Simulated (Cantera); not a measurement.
An isothermal, constant-pressure homogeneous reactor starts with CH4 : N2 = 1 : 6.4 (molar parts), at 1275 K and 9.00 Torr. Integrator tolerance rtol = 1e-08.

Computed with Cantera and GRI-Mech 3.0 (53 species, 325 reactions). GRI-Mech 3.0 stops at C3 and has no aromatics, soot or wall deposition, so with more carbon than oxygen in the feed, carbon stays in small species such as C2H2 where larger ones or solid carbon would form. Radical loss at walls, strong at low pressure, is not modelled.

**Question.** What does this change do: temperature 1275 to 1750 K?

**Answer.** 
| quantity | before | after |
|---|---|---|
| x(CH4) at 3.00 s | 0.135 (gas-phase equilibrium 0.00224) | 0.000607 (gas-phase equilibrium 1.13e-5) |
| x(CH2) at 3.00 s | 2.04e-11 (gas-phase equilibrium 6.67e-12) | 2.64e-7 (gas-phase equilibrium 6.32e-9) |
| x(CH3) at 3.00 s | 9.61e-6 (gas-phase equilibrium 7.05e-7) | 5.51e-5 (gas-phase equilibrium 1.16e-6) |
| x(H) at 3.00 s | 5.48e-10 (gas-phase equilibrium 2.84e-6) | 0.000797 (gas-phase equilibrium 0.000902) |
| x(C2H2) at 3.00 s | 5.23e-8 (gas-phase equilibrium 0.0295) | 0.0592 (gas-phase equilibrium 0.0219) |
| x(H2) at 3.00 s | 1.49e-5 (gas-phase equilibrium 0.175) | 0.177 (gas-phase equilibrium 0.178) |
| x(C2H) at 3.00 s | <1e-12 (gas-phase equilibrium 1.73e-10) | 1.87e-6 (gas-phase equilibrium 7.81e-7) |
